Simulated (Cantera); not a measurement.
A diamond (100) surface in a fixed gas of H2 with x(CH4) = 0.0066, x(CH3) = 0.00079, at 975 K, 0.170 bar; coverages are run to steady state.

Model: the Harris–Goodwin 1993 mechanism for the reconstructed diamond (100) surface, integrated in Cantera.

One state of this run: growth (µm/h) = 57.9; θ c6HH = 0.574; θ c6H* = 0.0152; θ c6*H = 0.328; θ c6** = 0.00735; θ c6HM = 0.0562. θ: site fractions in the mechanism's names (c6HH fully hydrogenated, c6H* and c6*H radical sites, c6** diradical, c6HM methylated).

Which value of x(H) does it belong to?
A) 0.00043
B) 0.0078
C) 0.0001
D) 0.0018

B, 0.0078
